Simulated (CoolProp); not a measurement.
Vapour-liquid equilibrium of n-decane (1) + n-dodecane (2) at 564.1 K; x and y are mole fractions of (1).

The numbers come from the multi-fluid Helmholtz-energy mixture model, Lemmon 2006 and Lemmon 2004; pair parameters Bell 2016 in CoolProp.

Give the bubble pressure and the first vapour's composition at x = 0.5, 0.575, 0.725. Is there an azeotrope?

x = 0.5: 699.0 kPa, y = 0.633; x = 0.575: 739.4 kPa, y = 0.699; x = 0.725: 822.4 kPa, y = 0.816. No azeotrope shows between x = 0.05 and 0.95.

The pair parameters rest on a limited set of measurements; away from them the model extrapolates.
